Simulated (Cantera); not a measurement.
## Equilibrium for carbon deposition, reforming and gasification: C₂H₅OH + H₂ + N₂ + CO₂

Input: 1 mol C₂H₅OH, 9 mol H₂, 10 mol N₂, 0.15 mol CO₂, held at 1 atm.

These are equilibrium values from Cantera (NASA tables, ideal gas, pure condensed phases), not measurements of a reactor. Candidate condensed phases: C, C₆H₆, C₇H₈, C₈H₁₈, H₂O; 136 gas species. The numbers say what is thermodynamically allowed, not how fast it happens.

```csv
T (°C),log p H₂,log p N₂,log p CO,log p HCN,log p CH₄,log p H,log p H₂O,n C(graphite)
1050,-0.28,-0.36,-1.25,-3.91,-2.74,-5.94,-3.67,0.810
1100,-0.28,-0.36,-1.25,-3.72,-2.87,-5.62,-3.86,0.818
1150,-0.28,-0.36,-1.25,-3.55,-2.99,-5.32,-4.04,0.822
1200,-0.28,-0.36,-1.25,-3.38,-3.10,-5.04,-4.21,0.823
1250,-0.28,-0.36,-1.25,-3.23,-3.20,-4.78,-4.37,0.823
1300,-0.28,-0.36,-1.25,-3.09,-3.30,-4.53,-4.51,0.819
1350,-0.28,-0.36,-1.25,-2.95,-3.40,-4.30,-4.65,0.814
1400,-0.28,-0.36,-1.25,-2.82,-3.48,-4.09,-4.78,0.806
1450,-0.28,-0.36,-1.25,-2.71,-3.56,-3.88,-4.90,0.795
1500,-0.28,-0.36,-1.25,-2.59,-3.64,-3.69,-5.02,0.781
1550,-0.28,-0.36,-1.25,-2.49,-3.72,-3.51,-5.13,0.763
1600,-0.28,-0.36,-1.25,-2.39,-3.78,-3.33,-5.23,0.740
```
log p: log10 of the partial pressure in bar; n: condensed amount in mol.

From 1050 °C to 1600 °C the condensed part is C(graphite). The main C-bearing gas is CO throughout.
